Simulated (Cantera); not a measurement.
Input: 1 mol FeS2, 2.3 mol H2S, 32 mol N2, held at 5400 Pa.

Equilibrium computed with Cantera from the NASA thermochemical tables; the gas is ideal and each condensed phase is pure. Candidate condensed phases: Fe, FeS, FeS2, S; 16 gas species. FeS: taken at fixed stoichiometry. Equilibrium is a limit: real reactors are often held back by kinetics, nucleation or transport.

### Question
At 1723 K, list the 7 most abundant gas species with their mole fractions, and the condensed phases.

### Answer
N2 0.892, H2 0.0591, S2 0.0429, H2S 0.00403, SH 0.00176, S 0.000346, H 0.000191. Condensed: FeS(l).
